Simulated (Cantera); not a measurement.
Cantera with NASA thermochemical tables; ideal gases at 1 bar, condensed phases pure. Values are per mole of reaction as written; species without (g) are pure solids or liquids, kept so even where they would boil at 1 bar.

2 NO(g) + 2 CuF2 = 2 F2(g) + N2O(g) + Cu2O

```
T (K)  ΔH° (kJ)  ΔS° (J/K)  ΔG° (kJ)  log10 K  condensed phases
-----  --------  ---------  --------  -------  ----------------
300           …          …         …        …  CuF2(s), Cu2O(s)
1925          …          …         …        …  CuF2(l), Cu2O(l)
2000          …          …         …        …  CuF2(l), Cu2O(l)
2075          …          …         …        …  CuF2(l), Cu2O(l)
2150      690.7       14.0     660.6   -16.05  CuF2(l), Cu2O(l)
2225      688.0       12.8     659.6   -15.48  CuF2(l), Cu2O(l)
2300      685.4       11.6     658.7   -14.96  CuF2(l), Cu2O(l)
2375      682.7       10.5     657.8   -14.47  CuF2(l), Cu2O(l)
```

Q: Fill in the missing entries.

A: 
- 300, ΔH° (kJ): 806.1
- 300, ΔS° (J/K): 141.4
- 300, ΔG° (kJ): 763.7
- 300, log10 K: -132.97
- 1925, ΔH° (kJ): 698.6
- 1925, ΔS° (J/K): 17.9
- 1925, ΔG° (kJ): 664.2
- 1925, log10 K: -18.02
- 2000, ΔH° (kJ): 695.9
- 2000, ΔS° (J/K): 16.5
- 2000, ΔG° (kJ): 662.9
- 2000, log10 K: -17.31
- 2075, ΔH° (kJ): 693.3
- 2075, ΔS° (J/K): 15.2
- 2075, ΔG° (kJ): 661.7
- 2075, log10 K: -16.66
